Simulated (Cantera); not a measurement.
Cantera run:

```python
import numpy as np
import cantera as ct

gas_names = """
    B BH BH2 BH3 BN B2 H H2 N NH NH2 NH3 N2 N2H2 N2H4
""".split()
cond_names = """
    B(b) B(L) BN(s)
""".split()


# ... load() reads the species with a 1 bar reference pressure and builds the phases ...
atoms = {
    'BN': {'B': 1, 'N': 1},
    'H2': {'H': 2},
}
top_T = {'BN(s)': 3200}  # K; cautious upper limits of use, not melting points


# ... equilibrate(T, P, feed) seeds the gas with the atoms and calls Mixture.equilibrate('TP', solver="vcs", rtol=1e-11, max_steps=5000) ...
results = []
feed = {'BN': 1, 'H2': 190}  # mol
P = 68  # Pa
for T in [1048, 1098, 1148, 1198, 1248, 1298, 1348, 1398, 1448, 1498, 1548, 1598, 1648, 1698]:
    mix = equilibrate(T, P, feed)
    results.append((T, P, feed, dict(zip(mix.species_names, mix.species_moles))))

top = {s: max(r[3][s] / sum(r[3][g] for g in gas_names) for r in results) for s in gas_names}
cols = sorted((s for s in top if top[s] > 0.001), key=lambda s: -top[s])[:8]
seen = [c for c in cond_names if any(r[3].get(c, 0) > 1e-12 for r in results)]
print("log10 of partial pressures in bar; condensed amounts in mol")
print(f"{'T/K':>10s}" + "".join(f"{s[:9]:>10s}" for s in cols + seen))
for T, P, feed, n in results:
    ng = sum(n[g] for g in gas_names)
    print(f"{T:10.4g}" + "".join(f"{np.log10(max(n[s] / ng * P / 1e5, 1e-99)):10.3f}" for s in cols)
          + "".join(f"{n.get(c, 0):10.4g}" for c in seen))
```

Output:

```
log10 of partial pressures in bar; condensed amounts in mol
       T/K        H2         H      B(b)     BN(s)
      1048    -3.167    -9.696         0         1
      1098    -3.167    -9.190         0         1
      1148    -3.167    -8.729         0         1
      1198    -3.167    -8.305         0         1
      1248    -3.167    -7.914         0         1
      1298    -3.168    -7.554         0    0.9999
      1348    -3.168    -7.219         0    0.9998
      1398    -3.168    -6.909         0    0.9996
      1448    -3.168    -6.619         0     0.999
      1498    -3.168    -6.349  0.001017    0.9971
      1548    -3.168    -6.096  0.007462    0.9895
      1598    -3.168    -5.858   0.03054    0.9645
      1648    -3.169    -5.635    0.1031    0.8892
      1698    -3.170    -5.425    0.3121    0.6763
```

Method: chemical equilibrium by Gibbs-energy minimisation in Cantera with the NASA 1993 tables (ideal gas, pure condensed phases). Mutual solubility and eutectic melting of coexisting phases are not modelled. The tables' values for BH2 are old estimates; treat these amounts as uncertain.
